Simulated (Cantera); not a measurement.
Input (Python, Cantera) and output of one run.

```python
import numpy as np
import cantera as ct

gas_names = [...]  # 113 gases of nasa_gas.yaml made of C, F, H, Si
cond_names = """
    C(gr) C6H6(L) C7H8(L) C8H18(L),n-octa Si(cr) Si(L) SiC(b)
""".split()


# ... load() reads the species with a 1 bar reference pressure and builds the phases ...
atoms = {
    'CH2F2': {'C': 1, 'H': 2, 'F': 2},
    'Si': {'Si': 1},
    'F2': {'F': 2},
}
top_T = {'C(gr)': 4500, 'SiC(b)': 3050}  # K; cautious upper limits of use, not melting points


# ... equilibrate(T, P, feed) seeds the gas with the atoms and calls Mixture.equilibrate('TP', solver="vcs", rtol=1e-11, max_steps=5000) ...
results = []
feed = {'CH2F2': 1, 'Si': 0.3, 'F2': 0.18}  # mol
T = 1698.15  # K
P = 8800  # Pa
mix = equilibrate(T, P, feed)
results.append((T, P, feed, dict(zip(mix.species_names, mix.species_moles))))
x = sorted(zip(gas.X, gas.species_names), reverse=True)
print(f"T = {T:g} K  P = {P:g} Pa  gas = {mix.phase_moles(0):.4g} mol")
print("   x: " + "  ".join(f"{s} {v:.3e}" for v, s in x if v > 1e-05))
print("   condensed (mol): " + ("  ".join(f"{mix.phase(i).name} {mix.phase_moles(i):.4g}"
      for i in range(1, mix.n_phases) if mix.phase_moles(i) > 1e-12) or "none"))
```

Result:

```
T = 1698.15 K  P = 8800 Pa  gas = 1.881 mol
   x: HF 6.180e-01  H2 2.223e-01  SiF4 1.580e-01  SiF3 1.345e-03  H 2.302e-04  SiHF3 9.782e-05  C2H2,acetylene 1.604e-05
   condensed (mol): C(gr) 0.9999
```

These are equilibrium values from Cantera (NASA tables, ideal gas, pure condensed phases), not measurements of a reactor. The tables' values for SiF3 are old estimates; treat these amounts as uncertain.
